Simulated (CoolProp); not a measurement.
Vapour-liquid equilibrium of diethyl ether (1) + benzene (2) at 322.5 K; x and y are mole fractions of (1).

Model: multi-fluid Helmholtz-energy mixture model, Thol 2014 and Thol 2012; pair parameters Bell 2016, in CoolProp.

Task: Give the bubble pressure and the first vapour's composition at x = 0.05, 0.15, 0.95. Is there an azeotrope?

Result: x = 0.05: 0.4178 bar, y = 0.194; x = 0.15: 0.5463 bar, y = 0.444; x = 0.95: 1.603 bar, y = 0.988. No azeotrope shows between x = 0.05 and 0.95.

The pair parameters rest on a limited set of measurements; away from them the model extrapolates.
